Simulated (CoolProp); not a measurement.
The numbers come from the reference Helmholtz-energy equation of state, Lemmon 2006 in CoolProp. It is a short technical equation, of lower accuracy than the large ones.

Q: For toluene, give the phase and the Joule-Thomson coefficient (K/MPa), expansivity (1/kK) at 481.6 K and 160 bar; 488 K and 160 bar; 520.1 K and 160 bar.

A: 
- 481.6 K and 160 bar: liquid; Joule-Thomson coefficient -0.192, expansivity 1.43
- 488 K and 160 bar: liquid; Joule-Thomson coefficient -0.178, expansivity 1.46
- 520.1 K and 160 bar: liquid; Joule-Thomson coefficient -0.0964, expansivity 1.62
